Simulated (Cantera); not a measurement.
Diamond growth

A diamond (100) surface in a fixed gas of H2 with x(CH4) = 0.0058, x(CH3) = 0.00022, at 1125 K, 0.170 bar; coverages are run to steady state.

Model: the Harris–Goodwin 1993 mechanism for the reconstructed diamond (100) surface, integrated in Cantera.

| x(H) | growth (µm/h) | θ c6HH | θ c6H* | θ c6*H | θ c6** | θ c6HM |
|---|---|---|---|---|---|---|
| 0.0001 | 1.97 | 0.566 | 0.0228 | 0.341 | 0.00450 | 0.0398 |
| 0.00023 | 4.79 | 0.511 | 0.0256 | 0.384 | 0.00852 | 0.0437 |
| 0.00053 | 9.86 | 0.486 | 0.0273 | 0.409 | 0.0129 | 0.0404 |
| 0.0012 | 16.5 | 0.480 | 0.0285 | 0.426 | 0.0165 | 0.0307 |
| 0.0028 | 23.2 | 0.483 | 0.0295 | 0.440 | 0.0189 | 0.0187 |
| 0.0064 | 27.8 | 0.486 | 0.0302 | 0.448 | 0.0203 | 0.00986 |
| 0.015 | 30.4 | 0.489 | 0.0308 | 0.452 | 0.0210 | 0.00462 |
| 0.033 | 31.8 | 0.490 | 0.0316 | 0.454 | 0.0215 | 0.00220 |
| 0.077 | 32.7 | 0.490 | 0.0333 | 0.453 | 0.0220 | 0.000968 |
θ: site fractions in the mechanism's names (c6HH fully hydrogenated, c6H* and c6*H radical sites, c6** diradical, c6HM methylated).
